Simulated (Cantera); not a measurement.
An isothermal, constant-pressure homogeneous reactor starts with C₂H₆ : N₂ = 1 : 7.7 (molar parts), at 1775 K and 0.0938 atm.

Computed with Cantera and GRI-Mech 3.0 (53 species, 325 reactions). GRI-Mech 3.0 stops at C3 and has no aromatics, soot or wall deposition, so with more carbon than oxygen in the feed, carbon stays in small species such as C2H2 where larger ones or solid carbon would form.

x: mole fraction; the columns are a selection and need not sum to one.

```json
[
 {"t (s)": "0.000300", "x C₂H₆": "0.000545", "x H": "0.00102", "x C₂H₄": "0.0254", "x CH₄": "0.0350", "x C₂H₂": "0.0525", "x CH₂": "2.50e-5"},
 {"t (s)": "0.000850", "x C₂H₆": "?", "x H": "?", "x C₂H₄": "?", "x CH₄": "0.0326", "x C₂H₂": "?", "x CH₂": "?"},
 {"t (s)": "0.00241", "x C₂H₆": "2.30e-5", "x H": "0.000283", "x C₂H₄": "0.00203", "x CH₄": "0.0301", "x C₂H₂": "0.0788", "x CH₂": "1.98e-6"},
 {"t (s)": "0.00682", "x C₂H₆": "?", "x H": "0.000245", "x C₂H₄": "?", "x CH₄": "?", "x C₂H₂": "0.0819", "x CH₂": "?"},
 {"t (s)": "0.0193", "x C₂H₆": "7.60e-6", "x H": "0.000264", "x C₂H₄": "0.000265", "x CH₄": "0.0200", "x C₂H₂": "0.0848", "x CH₂": "1.05e-6"},
 {"t (s)": "0.0548", "x C₂H₆": "2.72e-6", "x H": "0.000308", "x C₂H₄": "0.000116", "x CH₄": "0.0112", "x C₂H₂": "0.0886", "x CH₂": "7.30e-7"},
 {"t (s)": "0.155", "x C₂H₆": "5.00e-7", "x H": "0.000362", "x C₂H₄": "5.67e-5", "x CH₄": "0.00441", "x C₂H₂": "0.0915", "x CH₂": "3.77e-7"},
 {"t (s)": "0.440", "x C₂H₆": "5.96e-8", "x H": "0.000396", "x C₂H₄": "4.66e-5", "x CH₄": "0.00144", "x C₂H₂": "0.0928", "x CH₂": "1.45e-7"},
 {"t (s)": "1.25", "x C₂H₆": "7.36e-9", "x H": "0.000406", "x C₂H₄": "4.57e-5", "x CH₄": "0.000486", "x C₂H₂": "0.0932", "x CH₂": "5.14e-8"},
 {"t (s)": "3.53", "x C₂H₆": "1.72e-9", "x H": "0.000408", "x C₂H₄": "4.57e-5", "x CH₄": "0.000210", "x C₂H₂": "0.0933", "x CH₂": "2.24e-8"},
 {"t (s)": "10.0", "x C₂H₆": "1.19e-9", "x H": "0.000408", "x C₂H₄": "4.57e-5", "x CH₄": "0.000162", "x C₂H₂": "0.0933", "x CH₂": "1.73e-8"}
]
```

Question: Complete the blanks.

Answer: 
- 0.000850, x C₂H₆: 7.04e-5
- 0.000850, x H: 0.000460
- 0.000850, x C₂H₄: 0.00890
- 0.000850, x C₂H₂: 0.0710
- 0.000850, x CH₂: 5.48e-6
- 0.00682, x C₂H₆: 1.29e-5
- 0.00682, x C₂H₄: 0.000471
- 0.00682, x CH₄: 0.0265
- 0.00682, x CH₂: 1.28e-6
